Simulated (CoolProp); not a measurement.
Vapour-liquid equilibrium of R143a (1) + R152A (2) at 268.9 K; x and y are mole fractions of (1).

Computed with CoolProp (multi-fluid Helmholtz-energy mixture model, Lemmon and Jacobsen 2000 and Outcalt 1996; pair parameters Bell 2016).

| x | bubble pressure, mixture model (kPa) | bubble pressure, Raoult's law (kPa) | y, mixture model | y, Raoult's law |
|---|---|---|---|---|
| 0.05 | 247.0 | 241.8 | 0.124 | 0.112 |
| 0.15 | 285.8 | 273.4 | 0.310 | 0.297 |
| 0.25 | 321.2 | 304.9 | 0.446 | 0.444 |
| 0.35 | 354.2 | 336.5 | 0.553 | 0.563 |
| 0.45 | ___ | 368.1 | 0.642 | 0.662 |
| 0.55 | 415.0 | 399.6 | ___ | 0.746 |
| 0.65 | ___ | 431.2 | ___ | 0.817 |
| 0.75 | ___ | 462.8 | 0.853 | 0.878 |
| 0.85 | 499.9 | 494.3 | ___ | 0.931 |
| 0.95 | 527.7 | 525.9 | 0.971 | 0.979 |

Task: Fill in the missing entries.

Result: 
- 0.45, bubble pressure, mixture model (kPa): 385.2
- 0.55, y, mixture model: 0.720
- 0.65, bubble pressure, mixture model (kPa): 443.8
- 0.65, y, mixture model: 0.789
- 0.75, bubble pressure, mixture model (kPa): 472.0
- 0.85, y, mixture model: 0.913

The largest gap from Raoult's law is +5.3 % in bubble pressure, at x = 0.25. No azeotrope shows between x = 0.05 and 0.95.

The pair parameters rest on a limited set of measurements; away from them the model extrapolates.
